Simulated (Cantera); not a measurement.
# Thermodynamics of hydrogen reduction and annealing atmospheres, feed PbS + H2 + N2

Feed: 1 mol PbS, a varied amount of H2, 15 mol N2, equilibrated at 1152 °C and 750 Torr.

Method: chemical equilibrium by Gibbs-energy minimisation in Cantera with the NASA 1993 tables (ideal gas, pure condensed phases). Candidate condensed phases: Pb, PbS, S; 18 gas species. Equilibrium is a limit: real reactors are often held back by kinetics, nucleation or transport.

```csv
n(H2) (mol),x H2,x N2,x PbS,x Pb,x H2S,x S2,n Pb(l)
1,0.0532,0.882,0.0524,0.00643,0.00560,0.000391,0
1.9,0.0985,0.838,0.0478,0.00804,0.00757,0.000208,0
3.5,0.170,0.769,0.0416,0.00969,0.00943,0.000108,0
6.4,0.275,0.670,0.0336,0.0110,0.0109,5.50e-5,0
12,0.417,0.536,0.0242,0.0114,0.0114,2.64e-5,0.00125
22,0.568,0.395,0.0156,0.0107,0.0107,1.24e-5,0
40,0.705,0.268,0.00885,0.00900,0.00897,5.70e-6,0
75,0.817,0.165,0.00426,0.00672,0.00670,2.37e-6,0
140,0.893,0.0961,0.00182,0.00459,0.00458,9.27e-7,0
250,0.937,0.0564,0.000747,0.00301,0.00300,3.63e-7,0
470,0.965,0.0309,0.000259,0.00180,0.00179,1.22e-7,0
870,0.981,0.0169,8.56e-5,0.00104,0.00104,3.97e-8,0
```
x: gas mole fraction; n: condensed amount in mol.

From 1 mol H2 to 6.4 mol H2 nothing is condensed. At 12 mol H2 the condensed part is Pb(l). From 22 mol H2 to 870 mol H2 nothing is condensed. The main Pb-bearing gas is PbS at 1 mol H2 and Pb at 870 mol H2.
